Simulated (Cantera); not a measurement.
Cantera run:

```python
import numpy as np
import cantera as ct

gas_names = """
    H HO2 H2 H2O H2O2 O OH O2 O3 Si SiH SiH2 SiH3 SiH4 SiO SiO2 Si2 Si3
""".split()
cond_names = """
    H2O(s) H2O(L) Si(cr) Si(L) SiO2(Lqz) SiO2(hqz) SiO2(L)
""".split()


def load(file, names, dense=False):
    # The tables refer to 1 bar. Condensed volumes are neglected.
    table = {s.name: s for s in ct.Species.list_from_file(file)}
    out = []
    for n in names:
        d = dict(table[n].input_data)
        d["thermo"] = dict(d["thermo"], **{"reference-pressure": 1e5})
        if dense:
            d["equation-of-state"] = {"model": "constant-volume", "density": "1e6 g/cm^3"}
        out.append(ct.Species.from_dict(d))
    return out


gas = ct.Solution(thermo="ideal-gas", species=load("nasa_gas.yaml", gas_names))
cond = {s.name: ct.Solution(thermo="fixed-stoichiometry", species=[s], name=s.name)
        for s in load("nasa_condensed.yaml", cond_names, dense=True)}
atoms = {
    'Si': {'Si': 1},
    'H2O': {'H': 2, 'O': 1},
    'O2': {'O': 2},
}
top_T = {}  # K; cautious upper limits of use, not melting points


def equilibrate(T, P, feed):
    n = {}
    for name, mol in feed.items():
        for a, k in atoms[name].items():
            n[a] = n.get(a, 0.0) + k * mol
    gas.TPX = T, P, n
    mass = sum(n.values()) * gas.mean_molecular_weight
    gas.equilibrate("TP")
    valid = [c for c in cond.values() if c.min_temp <= T <= top_T.get(c.name, c.max_temp)]
    mix = ct.Mixture([(gas, mass / gas.mean_molecular_weight)] + [(c, 0.0) for c in valid])
    mix.T, mix.P = T, P
    mix.equilibrate("TP", solver="vcs", rtol=1e-11, max_steps=5000)
    return mix


results = []
feed = {'Si': 1, 'H2O': 0.018, 'O2': 0.92}  # mol
P = 3500  # Pa
for T in [848, 948, 1048, 1148, 1248, 1348, 1448, 1548, 1648, 1748]:
    mix = equilibrate(T, P, feed)
    results.append((T, P, feed, dict(zip(mix.species_names, mix.species_moles))))

top = {s: max(r[3][s] / sum(r[3][g] for g in gas_names) for r in results) for s in gas_names}
cols = sorted((s for s in top if top[s] > 0.001), key=lambda s: -top[s])[:9]
seen = [c for c in cond_names if any(r[3].get(c, 0) > 1e-12 for r in results)]
print("log10 of partial pressures in bar; condensed amounts in mol")
print(f"{'T/K':>10s}" + "".join(f"{s[:9]:>10s}" for s in cols + seen))
for T, P, feed, n in results:
    ng = sum(n[g] for g in gas_names)
    print(f"{T:10.4g}" + "".join(f"{np.log10(max(n[s] / ng * P / 1e5, 1e-99)):10.3f}" for s in cols)
          + "".join(f"{n.get(c, 0):10.4g}" for c in seen))
```

Output:

```
log10 of partial pressures in bar; condensed amounts in mol
       T/K        H2       SiO    Si(cr)     Si(L) SiO2(hqz)   SiO2(L)
       848    -1.456   -12.544     0.071         0     0.929         0
       948    -1.456   -10.279     0.071         0     0.929         0
      1048    -1.456    -8.453     0.071         0     0.929         0
      1148    -1.456    -6.951     0.071         0     0.929         0
      1248    -1.456    -5.694     0.071         0     0.929         0
      1348    -1.456    -4.628   0.07099         0     0.929         0
      1448    -1.458    -3.712   0.07095         0    0.9289         0
      1548    -1.471    -2.918   0.07068         0    0.9287         0
      1648    -1.537    -2.224   0.06915         0    0.9271         0
      1748    -1.917    -1.641         0     0.054         0     0.912
```

Cantera equilibrium calculation (NASA polynomials, part measured and part estimated; ideal gas, pure solids and liquids). Each liquid is taken as pure. Mutual solubility and eutectic melting of coexisting phases are not modelled. The tables hold silica as quartz up to 1696 K and as liquid above; real silica turns to tridymite and cristobalite and melts near 1996 K.
